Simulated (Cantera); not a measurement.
What does this Cantera script print?

```python
import numpy as np
import cantera as ct

gas = ct.Solution("gri30.yaml")
gas.TPX = 700, 500000, {'CO': 1, 'H2': 0.17, 'CH4': 0.93, 'O2': 3.13, 'N2': 13.2, 'CO2': 1.4}
flame = ct.FreeFlame(gas, width=0.013)
flame.set_refine_criteria(ratio=3, slope=0.08, curve=0.16)
flame.transport_model = "mixture-averaged"
flame.solve(loglevel=0, auto=True)
z, T = flame.grid, flame.T
thick = (T[-1] - T[0]) / np.gradient(T, z).max()
show = ['CO', 'H2', 'CH4', 'CH3', 'C2H6', 'NO2']
print(f"laminar burning velocity  {flame.velocity[0] * 100:.3f} cm/s")
print(f"burnt temperature         {T[-1]:.1f} K")
print(f"thermal thickness         {thick * 1e3:.4f} mm")
print(f"grid points               {len(z)}")
z0 = z[flame.heat_release_rate.argmax()]
print(f"{'z/mm':>9s}{'T/K':>9s}{'u/(m/s)':>9s}" + "".join(f"{s:>11s}" for s in show))
rows = []
for k in (-3, -2, -1.5, -1, -0.5, -0.25, 0, 0.25, 0.5, 1, 2, 4, 8):
    zz = z0 + k * thick
    rows.append([k * thick, np.interp(zz, z, T), np.interp(zz, z, flame.velocity),
                 *(np.interp(zz, z, flame.X[gas.species_index(s)]) for s in show)])
    print(f"{rows[-1][0] * 1e3:9.3f}{rows[-1][1]:9.1f}{rows[-1][2]:9.3f}" + "".join(f"{x:11.3e}" for x in rows[-1][3:]))
```

Output:

```
laminar burning velocity  55.324 cm/s
burnt temperature         2091.4 K
thermal thickness         0.1408 mm
grid points               131
     z/mm      T/K  u/(m/s)         CO         H2        CH4        CH3       C2H6        NO2
   -0.422    700.9    0.554  5.044e-02  8.297e-03  4.685e-02  6.380e-09  7.048e-08  8.188e-10
   -0.282    704.9    0.557  5.044e-02  7.996e-03  4.661e-02  3.801e-08  5.886e-07  5.639e-09
   -0.211    716.5    0.566  5.042e-02  7.684e-03  4.596e-02  1.562e-07  2.803e-06  2.215e-08
   -0.141    772.8    0.611  5.039e-02  7.160e-03  4.302e-02  1.558e-06  2.063e-05  1.104e-07
   -0.070   1034.9    0.820  5.047e-02  6.376e-03  3.030e-02  6.190e-05  1.638e-04  2.756e-07
   -0.035   1328.3    1.053  5.042e-02  5.869e-03  1.656e-02  3.564e-04  2.446e-04  1.289e-07
    0.000   1649.3    1.302  4.615e-02  4.559e-03  3.257e-03  4.035e-04  2.726e-05  2.431e-08
    0.035   1811.1    1.419  3.266e-02  2.627e-03  1.224e-04  2.569e-05  3.578e-08  1.588e-08
    0.070   1889.8    1.472  2.233e-02  1.920e-03  3.012e-06  7.742e-07  3.081e-11  1.951e-08
    0.141   1973.4    1.528  1.293e-02  1.332e-03  2.492e-09  8.378e-10  4.276e-17  2.658e-08
    0.282   2036.9    1.570  6.659e-03  7.197e-04  8.866e-14  4.120e-14  1.327e-23  3.541e-08
    0.563   2073.0    1.594  3.027e-03  3.316e-04  1.417e-16  4.452e-16 -3.380e-28  3.754e-08
    1.127   2087.9    1.604  1.481e-03  1.742e-04  2.359e-17  5.667e-17 -9.134e-29  3.473e-08
```

Computed with Cantera and GRI-Mech 3.0 (53 species, 325 reactions). Burning velocities carry a grid error of a few per cent, more on coarse grids.
